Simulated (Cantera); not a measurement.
Input: 1 mol SiCl₄, 710 mol H₂, held at 873.15 K and 0.160 bar.

Cantera equilibrium calculation (NASA polynomials, part measured and part estimated; ideal gas, pure solids and liquids). Candidate condensed phases: Si; 19 gas species. The numbers say what is thermodynamically allowed, not how fast it happens.

Task: What is the equilibrium state?

Result: 
```json
{
 "x(H₂)": "0.997",
 "x(HCl)": "0.00145",
 "x(SiHCl₃)": "0.000693",
 "x(SiCl₄)": "0.000471",
 "x(SiH₂Cl₂)": "9.30e-5",
 "x(SiCl₃)": "4.64e-6",
 "x(SiH₃Cl)": "3.00e-6",
 "x(SiCl₂)": "2.69e-6",
 "n(Si(s))": "0.0988 mol",
 "gas_amount": "711.1 mol"
}
```
